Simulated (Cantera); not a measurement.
A Cantera script and its output.

```python
import numpy as np
import cantera as ct

gas = ct.Solution("SiF4_NH3_mec.yaml", "gas")
gas.TPX = 2025, 101325, {'NH3': 1, 'N2': 10}
reactor = ct.IdealGasConstPressureReactor(gas, energy="off", clone=False)
net = ct.ReactorNet([reactor])
net.rtol, net.atol = 1e-08, 1e-18
show = ['NH3', 'N2H4', 'N2', 'N', 'NH']
times = np.geomspace(2e-05, 6, 15)

steps = ct.SolutionArray(gas, extra=["t"])
rows = []
print(f"{'t/s':>10s}{'T/K':>9s}{'P/Pa':>11s}" + "".join(f"{s:>11s}" for s in show))
for t in times:
    while net.time < t:
        t_next = net.step()
        steps.append(gas.state, t=t_next)
    rows.append([np.interp(t, steps.t, y) for y in (steps.T, steps.P, *steps(*show).X.T)])
    print(f"{t:10.3e}{rows[-1][0]:9.1f}{rows[-1][1]:11.4g}" + "".join(f"{x:11.3e}" for x in rows[-1][2:]))
rate = np.gradient(steps.T, steps.t)
print("integrator steps:", len(steps.t))
if steps.T.max() > steps.T[0] + 200:
    print(f"time of steepest temperature rise: {steps.t[rate.argmax()]:.4e} s")
gas.TPX = 2025, 101325, {'NH3': 1, 'N2': 10}
gas.equilibrate("TP")
print(f"equilibrium (TP): T = {gas.T:.1f} K  " + "  ".join(f"{s} {gas[s].X[0]:.3e}" for s in show))
```

Result:

```
       t/s      T/K       P/Pa        NH3       N2H4         N2          N         NH
 2.000e-05   2025.0  1.013e+05  9.086e-02  9.650e-10  9.091e-01  1.499e-10  7.614e-08
 4.923e-05   2025.0  1.013e+05  9.078e-02  5.782e-09  9.090e-01  1.972e-09  5.248e-07
 1.212e-04   2025.0  1.013e+05  9.058e-02  2.956e-08  9.089e-01  9.828e-09  2.075e-06
 2.983e-04   2025.0  1.013e+05  9.006e-02  7.606e-08  9.087e-01  3.246e-08  4.194e-06
 7.344e-04   2025.0  1.013e+05  8.876e-02  7.730e-08  9.082e-01  8.735e-08  5.339e-06
 1.808e-03   2025.0  1.013e+05  8.565e-02  6.040e-08  9.071e-01  2.195e-07  6.496e-06
 4.450e-03   2025.0  1.013e+05  7.852e-02  4.225e-08  9.044e-01  4.700e-07  7.699e-06
 1.095e-02   2025.0  1.013e+05  6.366e-02  2.596e-08  8.988e-01  7.558e-07  8.205e-06
 2.697e-02   2025.0  1.013e+05  3.887e-02  1.163e-08  8.895e-01  9.351e-07  7.357e-06
 6.638e-02   2025.0  1.013e+05  1.279e-02  2.309e-09  8.797e-01  9.362e-07  4.900e-06
 1.634e-01   2025.0  1.013e+05  1.324e-03  8.286e-11  8.753e-01  6.454e-07  1.773e-06
 4.022e-01   2025.0  1.013e+05  1.010e-04  9.727e-13  8.747e-01  1.435e-07  2.755e-07
 9.902e-01   2025.0  1.013e+05  2.497e-05  6.112e-14  8.747e-01  3.703e-08  7.007e-08
 2.437e+00   2025.0  1.013e+05  8.707e-06  7.442e-15  8.747e-01  1.294e-08  2.448e-08
 6.000e+00   2025.0  1.013e+05  3.394e-06  1.131e-15  8.747e-01  5.048e-09  9.544e-09
integrator steps: 1531
equilibrium (TP): T = 2025.0 K  NH3 8.014e-07  N2H4 6.319e-17  N2 8.747e-01  N 1.192e-09  NH 2.253e-09
```

Model: the gas-phase N/H chemistry of the illustrative SiF4/NH3 mechanism in the Surface Chemkin manual (1991), integrated in Cantera. Walls and surfaces, which speed up NH3 decomposition in real reactors, are not modelled.
